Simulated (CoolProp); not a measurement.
The fluid at 259.73 K and 21.7 MPa is throttled through a valve to 3.8 MPa with no heat exchange. The same conditions are run with several fluids, on thermodynamics alone (safety and materials aside).

Computed with CoolProp (reference Helmholtz-energy equation of state of each fluid (C2F6 (R116): Lemmon 2006; R125: Lemmon 2005; R404A: Lemmon 2003; ethylbenzene: Zhou 2012; trans-2-butene: Lemmon 2005)). Blends and air are pseudo-pure fits.

### Question
Rank C2F6 (R116), R125, R404A, ethylbenzene, trans-2-butene by temperature change (K), highest first.

### Answer
ethylbenzene (+9.2), trans-2-butene (+7.7), R404A (+4.3), R125 (+4.0), C2F6 (R116) (+1.3)

```json
[
 {"fluid": "C2F6 (R116)", "final density (kg/m³)": "1290"},
 {"fluid": "R125", "final density (kg/m³)": "1380"},
 {"fluid": "R404A", "final density (kg/m³)": "1200"},
 {"fluid": "ethylbenzene", "final density (kg/m³)": "890"},
 {"fluid": "trans-2-butene", "final density (kg/m³)": "638"}
]
```
